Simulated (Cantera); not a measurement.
What does this Cantera script print?

```python
import numpy as np
import cantera as ct

gas_names = """
    AL ALH ALN AL2 H H2 N NH NH2 NH3 N2 N2H2 N2H4
""".split()
cond_names = """
    AL(cr) AL(L) ALN(s)
""".split()


# ... load() reads the species with a 1 bar reference pressure and builds the phases ...
atoms = {
    'Al': {'AL': 1},
    'NH3': {'N': 1, 'H': 3},
    'N2': {'N': 2},
}
top_T = {'ALN(s)': 2750}  # K; cautious upper limits of use, not melting points


# ... equilibrate(T, P, feed) seeds the gas with the atoms and calls Mixture.equilibrate('TP', solver="vcs", rtol=1e-11, max_steps=5000) ...
results = []
feed = {'Al': 1, 'NH3': 0.91, 'N2': 38}  # mol
T = 1375  # K
P = 1333.22  # Pa
mix = equilibrate(T, P, feed)
results.append((T, P, feed, dict(zip(mix.species_names, mix.species_moles))))
print(gas.report(threshold=1e-05))
for i in range(1, mix.n_phases):
    print(f"{mix.phase(i).name:16s} {mix.phase_moles(i):12.5e} mol")
```

Output:

```
       temperature   1375 K
          pressure   1333.2 Pa
           density   0.0031617 kg/m^3
  mean mol. weight   27.111 kg/kmol
   phase of matter   gas

                          1 kg             1 kmol
                     ---------------   ---------------
          enthalpy        1.2537e+06         3.399e+07  J
   internal energy        8.3205e+05        2.2558e+07  J
           entropy             10100        2.7382e+05  J/K
    Gibbs function       -1.2634e+07       -3.4252e+08  J
 heat capacity c_p            1263.3             34251  J/K
 heat capacity c_v            956.65             25936  J/K

                      mass frac. Y      mole frac. X     chem. pot. / RT
                     ---------------   ---------------   ---------------
                H2         0.0025812          0.034712           -26.031
                N2           0.99742           0.96528           -30.101
     [  +11 minor]        2.1095e-07        5.5373e-06

AL(L)             0.00000e+00 mol
ALN(s)            1.00000e+00 mol
```

Equilibrium computed with Cantera from the NASA thermochemical tables; the gas is ideal and each condensed phase is pure.
